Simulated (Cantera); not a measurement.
Source: NASA polynomial tables (part measured, part estimated), evaluated in Cantera. Values are per mole of reaction as written; species without (g) are pure solids or liquids, kept so even where they would boil at 1 bar.

Q: Between 875 and 1175 K, where is each reaction favourable under standard conditions?
- 2 Sr(OH)2 → H2(g) + 2 SrO + 2 OH(g)
- 3 SrO + 6 HCl(g) + O3(g) → 3 Sr(OH)2 + 3 Cl2(g)

A: 
- 2 Sr(OH)2 → H2(g) + 2 SrO + 2 OH(g): ΔG° is 476 kJ at 875 K and 381 kJ at 1175 K; it stays positive (K < 1). ΔH° is 735 kJ and ΔS° 301 J/K at 1175 K.
- 3 SrO + 6 HCl(g) + O3(g) → 3 Sr(OH)2 + 3 Cl2(g): ΔG° is -240 kJ at 875 K and -119 kJ at 1175 K; it stays negative (K > 1). ΔH° is -562 kJ and ΔS° -377 J/K at 1175 K.
